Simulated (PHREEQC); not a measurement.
Consider water at 15 °C with 0.00097 mol NH4HSO4 per kg of water. Closed to the air; pH follows from the charge balance.

Equilibrium calculation in PHREEQC: ion-association model, phreeqc.dat.

No solid was allowed to form.

**Question.** Estimate the pH, specific conductance.

**Answer.** pH 3.06; specific conductance 402 µS/cm.

**Question.** In which forms is S present?

**Answer.** SO4-2 94 %, HSO4- 5.4 %, NH4SO4- 0.9 % of the S.
